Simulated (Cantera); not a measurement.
Premixed flame

A freely propagating, adiabatic, planar premixed flame of CH₃OH : O₂ : N₂ = 1 : 1.58 : 5.94 (molar parts), equivalence ratio 0.95, unburnt at 375 K and 0.671 atm; mixture-averaged transport, grid criteria slope 0.08 and curve 0.16, no radiation.

Model: GRI-Mech 3.0 (53 species, 325 reactions), integrated in Cantera. GRI-Mech 3.0 was tuned for natural gas; its chemistry of methanol as a main component is partial and can be far from experiment. Burning velocities carry a grid error of a few per cent, more on coarse grids.

```json
[
 {"z (mm)": "-1.39", "T (K)": "375", "u (m/s)": "0.610", "x CH₃OH": "0.117", "x O₂": "0.185", "x N₂O": "<1e-8", "x H₂": "0.00111", "x NO₂": "<1e-8", "x C₂H": "<1e-8"},
 {"z (mm)": "-0.929", "T (K)": "376", "u (m/s)": "0.613", "x CH₃OH": "0.117", "x O₂": "0.185", "x N₂O": "<1e-8", "x H₂": "0.00330", "x NO₂": "<1e-8", "x C₂H": "<1e-8"},
 {"z (mm)": "-0.697", "T (K)": "383", "u (m/s)": "0.625", "x CH₃OH": "0.116", "x O₂": "0.184", "x N₂O": "<1e-8", "x H₂": "0.00614", "x NO₂": "<1e-8", "x C₂H": "<1e-8"},
 {"z (mm)": "-0.464", "T (K)": "438", "u (m/s)": "0.722", "x CH₃OH": "0.113", "x O₂": "0.178", "x N₂O": "<1e-8", "x H₂": "0.0119", "x NO₂": "2.83e-8", "x C₂H": "<1e-8"},
 {"z (mm)": "-0.232", "T (K)": "797", "u (m/s)": "1.36", "x CH₃OH": "0.0867", "x O₂": "0.148", "x N₂O": "<1e-8", "x H₂": "0.0212", "x NO₂": "2.13e-7", "x C₂H": "<1e-8"},
 {"z (mm)": "-0.116", "T (K)": "1188", "u (m/s)": "2.08", "x CH₃OH": "0.0486", "x O₂": "0.112", "x N₂O": "2.47e-8", "x H₂": "0.0260", "x NO₂": "2.33e-7", "x C₂H": "<1e-8"},
 {"z (mm)": "0", "T (K)": "1606", "u (m/s)": "2.89", "x CH₃OH": "0.00659", "x O₂": "0.0724", "x N₂O": "5.02e-8", "x H₂": "0.0269", "x NO₂": "3.82e-8", "x C₂H": "<1e-8"},
 {"z (mm)": "0.116", "T (K)": "1742", "u (m/s)": "3.14", "x CH₃OH": "4.60e-5", "x O₂": "0.0489", "x N₂O": "7.06e-8", "x H₂": "0.0186", "x NO₂": "<1e-8", "x C₂H": "<1e-8"},
 {"z (mm)": "0.232", "T (K)": "1789", "u (m/s)": "3.21", "x CH₃OH": "6.73e-8", "x O₂": "0.0377", "x N₂O": "8.21e-8", "x H₂": "0.0144", "x NO₂": "<1e-8", "x C₂H": "<1e-8"},
 {"z (mm)": "0.464", "T (K)": "1854", "u (m/s)": "3.30", "x CH₃OH": "<1e-8", "x O₂": "0.0303", "x N₂O": "8.67e-8", "x H₂": "0.0133", "x NO₂": "<1e-8", "x C₂H": "<1e-8"},
 {"z (mm)": "0.929", "T (K)": "1934", "u (m/s)": "3.42", "x CH₃OH": "<1e-8", "x O₂": "0.0260", "x N₂O": "8.85e-8", "x H₂": "0.0124", "x NO₂": "<1e-8", "x C₂H": "<1e-8"},
 {"z (mm)": "1.86", "T (K)": "2022", "u (m/s)": "3.56", "x CH₃OH": "<1e-8", "x O₂": "0.0225", "x N₂O": "9.57e-8", "x H₂": "0.0102", "x NO₂": "<1e-8", "x C₂H": "<1e-8"},
 {"z (mm)": "3.72", "T (K)": "2104", "u (m/s)": "3.68", "x CH₃OH": "<1e-8", "x O₂": "0.0191", "x N₂O": "1.06e-7", "x H₂": "0.00762", "x NO₂": "<1e-8", "x C₂H": "<1e-8"}
]
```
x: mole fraction of selected species; z is measured from the peak of heat release.

- laminar burning velocity: 60.9 cm/s
- thermal thickness: 0.464 mm
- peak x(H₂): 0.0278
- peak x(C₂H): <1e-8
- grid points: 141
